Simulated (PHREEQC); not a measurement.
A solution holds 0.028 mol MgCl2, 5.4e-05 mol Na2CO3 and 3.3e-05 mol H4SiO4 per kg of water, at 20 °C. Closed to the air; pH follows from the charge balance.

All values are PHREEQC results (ion-association model, phreeqc.dat), not measurements.

| quantity | before | after |
|---|---|---|
| pH | 8.94 | 7.32 |
| HCO3- (mol/kgw) | 3.56e-5 | 4.13e-5 |
| MgOH+ (mol/kgw) | 2.92e-5 | 4.98e-5 |
| H4SiO4 (mol/kgw) | 2.90e-5 | 3.25e-5 |
| MgCO3 (mol/kgw) | 1.08e-5 | 1.11e-6 |
| MgHCO3+ (mol/kgw) | 5.00e-6 | 8.29e-6 |
| SI of Quartz (SiO2) | -0.47 | -1.13 |

What was changed between the two runs?
A. MgCl2 from 0.028 to 0.014 mol/kgw
B. temperature from 20 to 75 °C
C. Na2CO3 from 5.4e-05 to 2.7e-05 mol/kgw
D. Na2CO3 replaced by CO2 at the same molality
E. MgCl2 from 0.028 to 0.0028 mol/kgw

B, temperature from 20 to 75 °C

Precipitation was switched off in this run. Away from 25 °C the constants follow the database's enthalpies or fits; those with neither stay at their 25 °C values.
